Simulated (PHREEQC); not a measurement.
2 g of hydrous ferric oxide (600 m²/g; 0.2 weak and 0.005 strong sites per Fe, Dzombak-Morel constants, diffuse double layer) in 1 kg of water with 0.3 mol/kgw of an inert sodium salt and 0.02 mmol/kgw CuSO4, at 25 °C; the pH is set by adding NaOH or the inert anion's acid. Oxygen alone is held at its pressure in air (log pO2 = -0.68). CO2 from the air is kept out. Precipitation was switched off in this run.

Base run: PHREEQC, ion-association model, wateq4f.dat. Each further column changes one thing. The table gives S sorbed (%).

| pH | base | no electrostatic term (-no_edl) | background salt from 0.3 to 0.03 mol/kgw | oxide from 2 to 10 g/kgw | 0.0033 mol/kgw Na2SO4 added |
|---|---|---|---|---|---|
| 4 | 97.3 | 0.3 | 100.0 | 99.4 | 42.2 |
| 4.38 | 96.8 | 0.3 | 100.0 | 99.3 | 41.4 |
| 4.75 | 95.6 | 0.3 | 99.9 | 99.1 | 39.8 |
| 5.5 | 87.4 | 0.3 | 99.3 | 97.2 | 32.4 |
| 5.88 | 75.7 | 0.3 | 98.0 | 94.0 | 26.4 |
| 6.25 | 56.0 | 0.3 | 93.6 | 86.4 | 19.7 |
| 6.62 | 32.2 | 0.3 | 80.1 | 70.2 | 13.1 |
| 7.38 | 4.6 | 0.4 | 18.5 | 19.2 | 3.4 |
| 7.75 | 1.4 | 0.4 | 4.8 | 6.6 | 1.2 |
| 8.12 | 0.4 | 0.4 | 1.1 | 2.0 | 0.4 |
| 8.5 | 0.1 | 0.4 | 0.2 | 0.6 | 0.1 |
| 9.25 | 0.0 | 0.2 | 0.0 | 0.0 | 0.0 |
| 9.62 | 0.0 | 0.1 | 0.0 | 0.0 | 0.0 |
| 10 | 0.0 | 0.0 | 0.0 | 0.0 | 0.0 |

The database's constant for dissolved Cu(OH)2 is higher than later reviews accept.
